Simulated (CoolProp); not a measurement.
Vapour pressure (MPa) of fluorine: the reference equation beside estimates from Tc = 144.4 K, pc = 5.240 MPa, ω = 0.045.

The numbers come from the reference Helmholtz-energy equation of state, de Reuck 1990 in CoolProp.

| T (K) | reference | Lee-Kesler | van der Waals | Redlich-Kwong | Peng-Robinson |
|---|---|---|---|---|---|
| 95.4 | 0.2891 | 0.2935 | 0.7763 | 0.2754 | 0.2958 |
| 100.2 | 0.4345 | 0.4402 | 1.004 | 0.4250 | 0.4419 |
| 105 | 0.6278 | 0.6350 | 1.271 | 0.6261 | 0.6361 |
| 109.8 | 0.8774 | 0.8858 | 1.581 | 0.8870 | 0.8869 |
| 114.6 | 1.192 | 1.201 | 1.935 | 1.216 | 1.203 |
| 119.4 | 1.580 | 1.589 | 2.335 | 1.621 | 1.595 |
| 124.2 | 2.051 | 2.059 | 2.784 | 2.110 | 2.071 |
| 129 | 2.617 | 2.623 | 3.283 | 2.689 | 2.641 |
| 133.8 | 3.288 | 3.293 | 3.833 | 3.366 | 3.317 |

Absolute difference from the reference over all 9 rows, mean and median: Lee-Kesler 0.8 and 0.8 %, van der Waals 74.5 and 62.3 %, Redlich-Kwong 2.3 and 2.4 %, Peng-Robinson 1.2 and 1.0 %.
